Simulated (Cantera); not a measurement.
Feed: 1 mol Ti, 30 mol H₂, equilibrated at 20.0 Pa.

Method: chemical equilibrium by Gibbs-energy minimisation in Cantera with the NASA 1993 tables (ideal gas, pure condensed phases). Candidate condensed phases: Ti; 3 gas species. Kinetics and transport are ignored.

Q: Which condensed phases are stable at each of these points (T (K)): 1550, 1600, 1650, 1700, 1750, 1800, 1850, 1900, 1950, 2000, 2050, 2100, 2150, 2200?

A: 
```csv
T (K),condensed phases,Ti condensed (%)
1550,Ti(β),99.9
1600,Ti(β),99.8
1650,Ti(β),99.5
1700,Ti(β),98.8
1750,Ti(β),96.9
1800,Ti(β),92.5
1850,Ti(β),82.9
1900,Ti(β),62.1
1950,Ti(l),19.0
2000,gas only,0.0
2050,gas only,0.0
2100,gas only,0.0
2150,gas only,0.0
2200,gas only,0.0
```

From 1550 K to 1900 K the condensed part is Ti(β). At 1950 K the condensed part is Ti(l). From 2000 K to 2200 K nothing is condensed.
